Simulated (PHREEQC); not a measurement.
Make-up at 25 °C: 10 mmol/kgw HCl, 27 mmol/kgw Li2SO4 and 110 mmol/kgw MnSO4. Closed to the air; pH follows from the charge balance.

Computed with PHREEQC (ion-association model, phreeqc.dat).

No solid was allowed to form.

### Question
Estimate the pH, density, ionic strength.

### Answer
pH 2.57; density 1.015 g/cm³; ionic strength 0.301 mol/kgw.

### Question
In which forms is Mn present?

### Answer
Mn+2 52 %, MnSO4 47 %, MnCl+ 0.6 % of the Mn.
